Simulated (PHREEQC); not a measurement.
Consider water at 25 °C with 0.98 mmol/kgw TMAH, 6.2 mmol/kgw K2SO4 and 15.3 mmol/kgw H3BO3. Closed to the air; pH follows from the charge balance.

Equilibrium calculation in PHREEQC: ion-association model, phreeqc.dat.

Q: The ionic strength comes out as 0.0190 mol/kgw. What activity coefficients do K+, KSO4-, OH-, H2BO3-, SO4-2 get?

A: K+ 0.87, KSO4- 0.88, OH- 0.87, H2BO3- 0.87, SO4-2 0.59.

Precipitation was switched off in this run. Complexes and solids missing from the database can't appear. (CH3)4N+ isn't in the database: it is added as a free cation with an ion size of 4 Å.
